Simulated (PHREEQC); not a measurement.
A PHREEQC input (ion-association model, phreeqc.dat):

```
SOLUTION 1
  temp 25
  units mg/L
  pH 6.87
  pe 11
  Na 0.0715
  K 0.0413
  Ca 0.0505
  Mg 0.00273
  Cl 0.024
  S(6) 0.157 as SO4
  Alkalinity 0.187 as HCO3
  Sr 0.00476
  Si 0.00177 as SiO2
  Li 0.000421
  Zn 5.78e-05
  Pb 0.000219
END
USE solution 1
EQUILIBRIUM_PHASES 1
  Chaalcedony 0 0
  Quartz 0 0.5
  CO2(g) -2 10
END
```

It stops with these messages:

```
ERROR: Phase not found in database, Chaalcedony.
ERROR: Calculations terminating due to input errors.
```

The fault: the phase Chalcedony misspelt. The line should read `Chalcedony` where the input has `Chaalcedony`. With the mend the run ends at pH 4.96 and ionic strength 2.10e-5 mol/kgw.
